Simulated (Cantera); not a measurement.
An adiabatic, constant-pressure homogeneous reactor starts with 14.4 % CH3OH, 18.0 % O2, 67.6 % N2, equivalence ratio 1.2, at 1475 K and 6530 Torr.

Detailed kinetics in Cantera: GRI-Mech 3.0 (53 species, 325 reactions). GRI-Mech 3.0 was tuned for natural gas; its chemistry of methanol as a main component is partial and can be far from experiment.

Task: Predict: time of steepest temperature rise; temperature at 5.00 s; equilibrium temperature; x(O2) at 5.00 s; x(CH2O) at 5.00 s; x(H2) at 5.00 s.

Result: 
| Quantity | Value |
|---|---|
| time of steepest temperature rise | 42.1 µs |
| temperature at 5.00 s | 2865 K |
| equilibrium temperature | 2865 K |
| x(O2) at 5.00 s | 0.00581 (gas-phase equilibrium 0.00581) |
| x(CH2O) at 5.00 s | 5.69e-9 (gas-phase equilibrium 5.69e-9) |
| x(H2) at 5.00 s | 0.0271 (gas-phase equilibrium 0.0271) |
